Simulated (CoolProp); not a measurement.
Vapour pressure (MPa) of cis-2-butene: the reference equation beside estimates from Tc = 435.8 K, pc = 4.236 MPa, ω = 0.202.

Values from CoolProp's reference Helmholtz-energy equation of state, Lemmon 2005. It is a short technical equation, of lower accuracy than the large ones.

```csv
T (K),reference,Lee-Kesler,Redlich-Kwong,Soave-Redlich-Kwong,Peng-Robinson
210.2,0.003004,0.002933,[?],0.003000,0.003268
218.4,[?],0.005180,0.009890,0.005288,0.005679
226.7,0.009009,0.008787,0.01632,0.008949,0.009489
234.9,0.01454,0.01421,0.02561,0.01443,0.01514
243.1,0.02261,0.02215,0.03869,0.02243,0.02330
251.4,0.03415,0.03356,0.05677,0.03389,0.03491
259.6,0.04980,0.04911,0.08047,0.04946,0.05058
267.8,0.07070,[?],0.1111,0.07030,0.07145
276.1,0.09837,0.09768,0.1504,0.09795,0.09900
284.3,0.1334,0.1329,0.1986,0.1330,0.1338
292.6,0.1780,0.1778,0.2581,0.1778,0.1782
300.8,[?],0.2329,[?],0.2328,[?]
```

### Question
Some entries are withheld; supply them.

### Answer

- 210.2, Redlich-Kwong: 0.005736
- 218.4, reference: 0.005313
- 267.8, Lee-Kesler: 0.06997
- 300.8, reference: 0.2325
- 300.8, Redlich-Kwong: 0.3289
- 300.8, Peng-Robinson: 0.2324

Absolute difference from the reference over all 12 rows, mean and median: Lee-Kesler 1.4 and 1.6 %, Redlich-Kwong 64.9 and 63.9 %, Soave-Redlich-Kwong 0.5 and 0.5 %, Peng-Robinson 2.8 and 1.9 %.
